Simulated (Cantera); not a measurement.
A closed system holds: 1 mol PbO, 0.18 mol CO, 3.3 mol H2, at 873 K and 0.100 bar.

Method: chemical equilibrium by Gibbs-energy minimisation in Cantera with the NASA 1993 tables (ideal gas, pure condensed phases). Candidate condensed phases: C, C6H6, C7H8, C8H18, H2O, Pb, PbO, PbO2, Pb3O4; 113 gas species. Equilibrium is a limit: real reactors are often held back by kinetics, nucleation or transport.

Base state: H2 0.686, H2O 0.262, CO2 0.0259, CO 0.0253, CH4 0.000594 (mole fractions); condensed: Pb(l).

Problem. What changes in the equilibrium state with this change: CO from 0.18 to 0.11 mol?

Solution. 
```
species       before     after
----------  --------  --------
H2             0.686     0.690
H2O            0.262     0.277
CO2           0.0259    0.0165
CO            0.0253    0.0154
CH4         0.000594  0.000349
Pb(l), mol     1.000     1.000
```

Problem. What changes in the equilibrium state with this change: CO from 0.18 to 0.57 mol?

Solution. 
```json
[
 {"species": "H2", "before": "0.686", "after": "0.655"},
 {"species": "H2O", "before": "0.262", "after": "0.197"},
 {"species": "CO", "before": "0.0253", "after": "0.0809"},
 {"species": "CO2", "before": "0.0259", "after": "0.0649"},
 {"species": "CH4", "before": "0.000594", "after": "0.00221"},
 {"species": "Pb(l), mol", "before": "1.000", "after": "1.000"}
]
```
